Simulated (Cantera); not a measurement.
A closed system holds: 1 mol CsCl, 6.9 mol H₂, held at 827 °C and 0.00133 bar.

These are equilibrium values from Cantera (NASA tables, ideal gas, pure condensed phases), not measurements of a reactor. Candidate condensed phases: Cs, CsCl; 9 gas species. The numbers say what is thermodynamically allowed, not how fast it happens.

Base state: H₂ 0.875, CsCl 0.123, Cs₂Cl₂ 0.00212, Cs 9.27e-5, HCl 9.27e-5 (mole fractions); condensed: gas only.

What changes in the equilibrium state with this change: H₂ from 6.9 to 4.8 mol?


```tsv
species	before	after
H₂	0.875	0.831
CsCl	0.123	0.165
Cs₂Cl₂	0.00212	0.00386
HCl	9.27e-5	0.000106
Cs	9.27e-5	0.000106
```
